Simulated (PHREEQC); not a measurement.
Solution (25 °C): 10 mmol/kgw FeCl2, 0.64 mmol/kgw H3BO3 and 44 mmol/kgw MnSO4. Closed to the air; pH follows from the charge balance.

Equilibrium calculation in PHREEQC: ion-association model, phreeqc.dat.

### Question
The ionic strength comes out as 0.129 mol/kgw. What activity coefficients do Cl-, FeCl+, MnCl+, H+, Mn+2 get?

### Answer
Cl- 0.75, FeCl+ 0.77, MnCl+ 0.77, H+ 0.81, Mn+2 0.37.

No solid was allowed to form.
